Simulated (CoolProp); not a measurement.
Vapour-liquid equilibrium of propylene (1) + isobutane (2) at 1210 kPa; x and y are mole fractions of (1).

Values from CoolProp's multi-fluid Helmholtz-energy mixture model, Lemmon 2013 and Bücker 2006; pair parameters Bell 2016.

| x | bubble temperature, mixture model (°C) | bubble temperature, Raoult's law (°C) | y, mixture model | y, Raoult's law |
|---|---|---|---|---|
| 0.05 | 70.7 | 70.9 | 0.110 | 0.129 |
| 0.125 | 65.7 | 65.3 | (withheld) | 0.291 |
| 0.2 | (withheld) | 60.3 | 0.343 | 0.421 |
| 0.275 | (withheld) | 55.8 | 0.432 | 0.528 |
| 0.35 | 55.2 | 51.7 | (withheld) | 0.616 |
| 0.425 | 52.2 | 48.0 | 0.589 | 0.691 |
| 0.5 | 49.2 | 44.5 | 0.662 | 0.753 |
| 0.575 | 46.1 | 41.3 | 0.732 | 0.807 |
| 0.65 | 42.8 | 38.4 | 0.798 | 0.853 |
| 0.725 | 39.4 | 35.6 | 0.859 | 0.893 |
| 0.8 | 35.9 | 33.0 | 0.911 | 0.927 |
| 0.875 | 32.3 | 30.6 | 0.953 | 0.957 |
| 0.95 | 29.0 | 28.3 | 0.985 | 0.984 |

Question: Fill in the missing entries.

Answer: 
- 0.125, y, mixture model: 0.240
- 0.2, bubble temperature, mixture model (°C): 61.7
- 0.275, bubble temperature, mixture model (°C): 58.3
- 0.35, y, mixture model: 0.513

The largest gap from Raoult's law is +4.8 K in bubble temperature, at x = 0.575. No azeotrope shows between x = 0.05 and 0.95.

Pair parameters are fitted to limited data, so mixtures are less certain than the pure fluids. The gap from Raoult's law changes sign with composition, which may be real or a fault of the pair parameters; it wasn't checked against measurements.
